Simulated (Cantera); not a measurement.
A diamond (100) surface in a fixed gas of H2 with x(CH4) = 0.027, x(H) = 0.018, x(CH3) = 0.00036, 0.0138 atm; coverages are run to steady state.

Model: the Harris–Goodwin 1993 mechanism for the reconstructed diamond (100) surface, integrated in Cantera.

One state of this run: growth (µm/h) = 1.11; θ c6HH = 0.352; θ c6H* = 0.0546; θ c6*H = 0.538; θ c6** = 0.0552; θ c6HM = 9.50e-5. θ: site fractions in the mechanism's names (c6HH fully hydrogenated, c6H* and c6*H radical sites, c6** diradical, c6HM methylated).

Question: Which value of T (K) does it belong to?
A) 950
B) 1350
C) 1200
D) 1300

Answer: B, 1350
